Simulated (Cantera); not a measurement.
Feed: 1 mol FeS₂, 0.093 mol H₂S, 1.6 mol O₂, held at 1598.15 K and 0.133 bar.

Method: chemical equilibrium by Gibbs-energy minimisation in Cantera with the NASA 1993 tables (ideal gas, pure condensed phases). Candidate condensed phases: Fe, FeO, Fe(OH)₂, Fe(OH)₃, FeS, FeSO₄, FeS₂, Fe₂O₃, Fe₂(SO₄)₃, Fe₃O₄, H₂O, H₂SO₄, S; 22 gas species. Metal and sulfide melt together well below either melting point, which pure phases cannot show. Mutual solubility and eutectic melting of coexisting phases are not modelled. The tables' stoichiometric FeO is somewhat more stable than real wüstite, so its field is too wide. FeO, FeS: taken at fixed stoichiometry. Equilibrium is a limit: real reactors are often held back by kinetics, nucleation or transport.

Base state: SO₂ 0.680, S₂ 0.239, H₂O 0.0500, SO 0.0149, S₂O 0.00836, H₂ 0.00458, H₂S 0.00190, SH 0.000773 (mole fractions); condensed: FeO(s) + FeS(l).

Q: What changes in the equilibrium state with this change: O₂ from 1.6 to 0.31 mol?

A: 
| species | before | after |
|---|---|---|
| S₂ | 0.239 | 0.513 |
| SO₂ | 0.680 | 0.342 |
| H₂O | 0.0500 | 0.0953 |
| H₂ | 0.00458 | 0.0149 |
| S₂O | 0.00836 | 0.0105 |
| SO | 0.0149 | 0.0128 |
| H₂S | 0.00190 | 0.00907 |
| SH | 0.000773 | 0.00204 |
| H | 9.88e-6 | 1.78e-5 |
| S | 0.000159 | 0.000233 |
| FeO(s), mol | 0.857 | 0 |
| FeS(l), mol | 0.143 | 1.000 |
FeS: taken at fixed stoichiometry.

Q: What changes in the equilibrium state with this change: O₂ from 1.6 to 0.18 mol?

A: 
```
species        before     after
-----------  --------  --------
S₂              0.239     0.650
SO₂             0.680     0.197
H₂O            0.0500    0.0950
H₂S           0.00190    0.0142
H₂            0.00458    0.0208
SO             0.0149    0.0103
SH           0.000773   0.00271
H             9.88e-6   2.10e-5
S            0.000159  0.000262
S₂O           0.00836   0.00951
FeO(s), mol     0.857         0
FeS(l), mol     0.143     1.000
```
FeS: taken at fixed stoichiometry.
